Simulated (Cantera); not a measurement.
An isothermal, constant-pressure homogeneous reactor starts with NH3 : N2 = 2.8 : 1.1 (molar parts), at 1450 K and 1100 Pa.

Detailed kinetics in Cantera: the gas-phase N/H chemistry of the illustrative SiF4/NH3 mechanism in the Surface Chemkin manual (1991). Walls and surfaces, which speed up NH3 decomposition in real reactors, are not modelled.

**Question.** Predict: x(NH3) at 300 s; x(N) at 300 s; x(N2) at 300 s; x(H2) at 300 s; x(N2H2) at 300 s; x(H) at 300 s; x(NH2) at 300 s.

**Answer.** 
```
Quantity                                             Value
----------------  ----------------------------------------
x(NH3) at 300 s      0.596 (gas-phase equilibrium 2.38e-7)
x(N) at 300 s       3.67e-9 (gas-phase equilibrium <1e-12)
x(N2) at 300 s         0.297 (gas-phase equilibrium 0.373)
x(H2) at 300 s         0.106 (gas-phase equilibrium 0.627)
x(N2H2) at 300 s    4.66e-7 (gas-phase equilibrium <1e-12)
x(H) at 300 s      3.44e-6 (gas-phase equilibrium 7.19e-5)
x(NH2) at 300 s   4.07e-5 (gas-phase equilibrium 5.76e-11)
```
